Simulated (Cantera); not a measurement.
What does this Cantera script print?

```python
import numpy as np
import cantera as ct

gas_names = """
    C CH CH2 CH3 CH2OH CH3O CH4 CH3OH CN CO CO2 COOH C2 C2H CHCO,ketyl C2H2,acetylene C2H2,vinylidene
    CH2CO,ketene C2H3,vinyl CH3CN CH3CO,acetyl C2H4 C2H4O,ethylen CH3CHO,ethanal CH3COOH (HCOOH)2 C2H5
    C2H6 CH3OCH3 C2H5OH CCN CNC C2N2 C2O C3 C3H3,propargyl C3H4,allene C3H4,propyne C3H4,cyclo-
    C3H5,allyl C3H6,propylene C3H6,cyclo- C3H6O C3H7,n-propyl C3H7,i-propyl C3H8 C3H8O,1propanol
    C3H8O,2propanol C3O2 C4 C4H2 C4H4,1,3-cyclo- C4H6,butadiene C4H6,2-butyne C4H6,cyclo- C4H8,1-butene
    C4H8,cis2-buten C4H8,tr2-butene C4H8,isobutene C4H8,cyclo- (CH3COOH)2 C4H9,n-butyl C4H9,i-butyl
    C4H9,s-butyl C4H9,t-butyl C4H10,isobutane C4H10,n-butane C4N2 C5 C5H6,1,3cyclo- C5H8,cyclo-
    C5H10,1-pentene C5H10,cyclo- C5H11,pentyl C5H11,t-pentyl C5H12,n-pentane C5H12,i-pentane
    CH3C(CH3)2CH3 C6H2 C6H5,phenyl C6H5O,phenoxy C6H6 C6H5OH,phenol C6H10,cyclo- C6H12,1-hexene
    C6H12,cyclo- C6H13,n-hexyl C7H7,benzyl C7H8 C7H8O,cresol C7H14,1-heptene C7H15,n-heptyl
    C7H16,n-heptane C8H8,styrene C8H10,ethylbenz C8H16,1-octene C8H17,n-octyl C8H18,isooctane
    C8H18,n-octane C9H19,n-nonyl C10H8,naphthale C10H21,n-decyl C12H9,o-bipheny C12H10,bipheny Fe FeC5O5
    FeO Fe(OH)2 H HCN HCO HCCN HNC HNCO HNO HNO2 HNO3 HO2 H2 HCHO,formaldehy HCOOH H2O H2O2 N NCO NH NH2
    NH3 NH2OH NO NO2 NO3 N2 N2H2 N2H4 N2O O OH O2 O3
""".split()
cond_names = """
    C(gr) C6H6(L) C7H8(L) C8H18(L),n-octa Fe(a) Fe(c) Fe(d) Fe(L) FeC5O5(L) FeO(s) FeO(L) Fe(OH)2(s)
    Fe(OH)3(s) Fe2O3(s) Fe3O4(s) H2O(s) H2O(L)
""".split()


def load(file, names, dense=False):
    # The tables refer to 1 bar. Condensed volumes are neglected.
    table = {s.name: s for s in ct.Species.list_from_file(file)}
    out = []
    for n in names:
        d = dict(table[n].input_data)
        d["thermo"] = dict(d["thermo"], **{"reference-pressure": 1e5})
        if dense:
            d["equation-of-state"] = {"model": "constant-volume", "density": "1e6 g/cm^3"}
        out.append(ct.Species.from_dict(d))
    return out


gas = ct.Solution(thermo="ideal-gas", species=load("nasa_gas.yaml", gas_names))
cond = {s.name: ct.Solution(thermo="fixed-stoichiometry", species=[s], name=s.name)
        for s in load("nasa_condensed.yaml", cond_names, dense=True)}
atoms = {
    'Fe(CO)5': {'Fe': 1, 'C': 5, 'O': 5},
    'H2': {'H': 2},
    'N2': {'N': 2},
}
top_T = {'C(gr)': 4500, 'Fe2O3(s)': 1830, 'Fe3O4(s)': 1870}  # K; cautious upper limits of use, not melting points


def equilibrate(T, P, feed):
    n = {}
    for name, mol in feed.items():
        for a, k in atoms[name].items():
            n[a] = n.get(a, 0.0) + k * mol
    gas.TPX = T, P, n
    mass = sum(n.values()) * gas.mean_molecular_weight
    gas.equilibrate("TP")
    valid = [c for c in cond.values() if c.min_temp <= T <= top_T.get(c.name, c.max_temp)]
    mix = ct.Mixture([(gas, mass / gas.mean_molecular_weight)] + [(c, 0.0) for c in valid])
    mix.T, mix.P = T, P
    mix.equilibrate("TP", solver="vcs", rtol=1e-11, max_steps=5000)
    return mix


results = []
feed = {'Fe(CO)5': 1, 'H2': 2.1, 'N2': 8.8}  # mol
P = 13332.2  # Pa
for T in [875, 950, 1025, 1100, 1175, 1250, 1325]:
    mix = equilibrate(T, P, feed)
    results.append((T, P, feed, dict(zip(mix.species_names, mix.species_moles))))

top = {s: max(r[3][s] / sum(r[3][g] for g in gas_names) for r in results) for s in gas_names}
cols = sorted((s for s in top if top[s] > 0.001), key=lambda s: -top[s])[:6]
seen = [c for c in cond_names if any(r[3].get(c, 0) > 1e-12 for r in results)]
print("log10 of partial pressures in bar; condensed amounts in mol")
print(f"{'T/K':>10s}" + "".join(f"{s[:9]:>10s}" for s in cols + seen))
for T, P, feed, n in results:
    ng = sum(n[g] for g in gas_names)
    print(f"{T:10.4g}" + "".join(f"{np.log10(max(n[s] / ng * P / 1e5, 1e-99)):10.3f}" for s in cols)
          + "".join(f"{n.get(c, 0):10.4g}" for c in seen))
```

It prints:

```
log10 of partial pressures in bar; condensed amounts in mol
       T/K        N2        CO        H2       CO2       H2O     C(gr)     Fe(a)     Fe(c)
       875    -1.101    -1.565    -1.774    -2.098    -2.729     1.079         1         0
       950    -1.122    -1.425    -1.762    -2.627    -3.217      0.34         1         0
      1025    -1.129    -1.389    -1.758    -3.241    -3.723   0.08777         1         0
      1100    -1.131    -1.381    -1.756    -3.815    -4.185   0.02458         1         0
      1175    -1.132    -1.379    -1.755    -4.324    -4.594  0.007739         1         0
      1250    -1.132    -1.378    -1.755    -4.772    -4.955  0.002382         0         1
      1325    -1.132    -1.378    -1.755    -5.169    -5.275 5.912e-05         0         1
```

Cantera equilibrium calculation (NASA polynomials, part measured and part estimated; ideal gas, pure solids and liquids). Condensed phases not in the tables: cementite and carbon dissolved in iron.
